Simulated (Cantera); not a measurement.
BF3 + N2 + H2 (boron, boron nitride and boron oxide)

Charge: 1 mol BF3, 0.99 mol N2, 0.45 mol H2, at 63.0 mbar.

These are equilibrium values from Cantera (NASA tables, ideal gas, pure condensed phases), not measurements of a reactor. Candidate condensed phases: B, BN; 31 gas species. N2 is the only nitrogen source here; it is nearly inert below about 1500 K, so the nitride shown seldom forms there in practice. The tables' values for BF2 are old estimates; treat these amounts as uncertain. Kinetics and transport are ignored.

From 1175 K to 1725 K the condensed part is BN(s). The main B-bearing gas is BF3 throughout.

```
T (K)  x BF3   x N2   x H2    x HF     x BF2  n BN(s)
-----  -----  -----  -----  ------  --------  -------
1175   0.404  0.403  0.176  0.0169   5.38e-6   0.0136
1225   0.403  0.403  0.175  0.0185   1.52e-5   0.0147
1275   0.403  0.402  0.174  0.0200   3.95e-5   0.0158
1325   0.402  0.402  0.173  0.0215   9.53e-5   0.0169
1375   0.401  0.402  0.172  0.0230  0.000215   0.0178
1425   0.400  0.402  0.171  0.0245  0.000460   0.0185
1475   0.399  0.402  0.171  0.0259  0.000930   0.0190
1525   0.398  0.401  0.169  0.0273   0.00179   0.0190
1575   0.395  0.401  0.168  0.0287   0.00331   0.0183
1625   0.392  0.401  0.167  0.0300   0.00586   0.0165
1675   0.387  0.401  0.166  0.0312    0.0100   0.0131
1725   0.380  0.401  0.164  0.0322    0.0165  0.00705
```
x: gas mole fraction; n: condensed amount in mol.
